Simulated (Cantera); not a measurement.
Pyrogenic steam for wet oxidation

An isothermal, constant-pressure homogeneous reactor starts with 17.4 % H2, 18.3 % O2, 64.2 % N2, equivalence ratio 0.47, at 823 K and 0.133 bar.

Cantera simulation using the H2/O2 subset of GRI-Mech 3.0, which has no nitrogen chemistry; the numbers are that mechanism's predictions, not measurements. Radical loss at walls, strong at low pressure, is not modelled. Below about 950 K walls govern HO2 and H2O2 in real vessels. The temperature is held fixed by assumption; the heat of reaction is taken as removed at once.

```tsv
t (s)	x H2	x O2	x H2O	x O	x H	x H2O2	x OH
6.00e-5	0.174	0.183	<1e-12	<1e-12	<1e-12	<1e-12	<1e-12
0.000392	0.174	0.183	3.46e-12	<1e-12	3.49e-12	<1e-12	<1e-12
0.00256	0.174	0.183	5.92e-10	2.05e-11	1.49e-10	<1e-12	3.95e-12
0.0168	0.0650	0.135	0.119	8.95e-5	0.000371	1.31e-6	5.65e-5
0.110	0.0555	0.130	0.130	2.15e-9	6.80e-9	3.27e-5	7.43e-10
0.716	0.0554	0.130	0.130	2.55e-9	8.05e-9	4.24e-5	8.75e-10
4.68	0.0548	0.130	0.131	8.34e-9	2.68e-8	0.000146	3.32e-9
30.6	0.0388	0.123	0.148	2.04e-8	5.41e-8	0.000372	1.11e-8
200	0.000973	0.106	0.190	1.17e-8	2.46e-9	2.73e-5	1.76e-8
```
x: mole fraction; the columns are a selection and need not sum to one.

Equilibrium at this temperature and pressure: H2 <1e-12, O2 0.106, H2O 0.191, O <1e-12, H <1e-12, H2O2 4.10e-12, OH 3.33e-9 (gas phase only).
